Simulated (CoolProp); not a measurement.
Vapour-liquid equilibrium of propane (1) + cyclopropane (2) at 44.55 °C; x and y are mole fractions of (1).

Values from CoolProp's multi-fluid Helmholtz-energy mixture model, Lemmon 2009 and Polt 1992; pair parameters Bell 2016. This equation is an older, rougher fit; its heat capacities, sound speeds and derivatives of the liquid may be far off and weren't checked against measurements.

```tsv
x	bubble pressure, mixture model (bar)	bubble pressure, Raoult's law (bar)	y, mixture model	y, Raoult's law
0.05	12.18	12.04	0.069	0.063
0.125	12.62	12.29	0.164	0.155
0.2	13.03	12.53	0.252	0.242
0.275	13.40	12.78	0.333	0.327
0.35	13.75	13.03	0.408	0.408
0.425	14.05	13.28	0.480	0.486
0.5	14.33	13.53	0.549	0.561
0.575	14.57	13.78	0.615	0.634
0.65	14.77	14.03	0.680	0.704
0.725	14.94	14.28	0.746	0.771
0.8	15.07	14.53	0.812	0.837
0.875	15.15	14.77	0.880	0.900
0.95	15.19	15.02	0.950	0.960
```

The largest gap from Raoult's law is +5.9 % in bubble pressure, at x = 0.5. No azeotrope shows between x = 0.05 and 0.95.

Pair parameters are fitted to limited data, so mixtures are less certain than the pure fluids.
